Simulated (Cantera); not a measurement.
## Equilibrium for silicon carbide growth: CH3SiCl3 + CH4 + H2 + C2H2

Input: 1 mol CH3SiCl3, 0.35 mol CH4, 35 mol H2, 0.009 mol C2H2, held at 13300 Pa.

Equilibrium computed with Cantera from the NASA thermochemical tables; the gas is ideal and each condensed phase is pure. Candidate condensed phases: C, C6H6, C7H8, C8H18, Si, SiC; 109 gas species. The feed counts by its element totals alone. The tables' values for SiCl are old estimates; treat these amounts as uncertain. Gases not in the tables: Si2H6 and higher silanes. Equilibrium is a limit: real reactors are often held back by kinetics, nucleation or transport.

From 1848 K to 2448 K the condensed part is C(graphite) + SiC(s). The main Si-bearing gas is SiCl2 at 1848 K and Si at 2448 K. The share of Si in condensed phases is highest at 1848 K (97.8 %) and lowest at 2448 K (57.6 %).

```csv
T (K),x H2,x HCl,x H,x C2H2 (acetylene),x Si,n C(graphite),n SiC(s)
1848,0.921,0.0762,0.00139,0.000237,1.40e-6,0.368,0.978
1898,0.921,0.0760,0.00205,0.000346,3.39e-6,0.364,0.975
1948,0.920,0.0757,0.00297,0.000496,7.84e-6,0.356,0.971
1998,0.919,0.0754,0.00421,0.000696,1.74e-5,0.345,0.967
2048,0.917,0.0750,0.00587,0.000961,3.70e-5,0.330,0.961
2098,0.914,0.0746,0.00806,0.00131,7.59e-5,0.310,0.954
2148,0.911,0.0741,0.0109,0.00174,0.000151,0.284,0.945
2198,0.907,0.0735,0.0145,0.00230,0.000289,0.252,0.931
2248,0.902,0.0727,0.0191,0.00299,0.000540,0.215,0.910
2298,0.895,0.0718,0.0248,0.00383,0.000980,0.174,0.877
2348,0.886,0.0707,0.0318,0.00484,0.00173,0.131,0.821
2398,0.875,0.0694,0.0404,0.00605,0.00300,0.0937,0.729
2448,0.861,0.0678,0.0506,0.00745,0.00506,0.0701,0.576
```
x: gas mole fraction; n: condensed amount in mol.
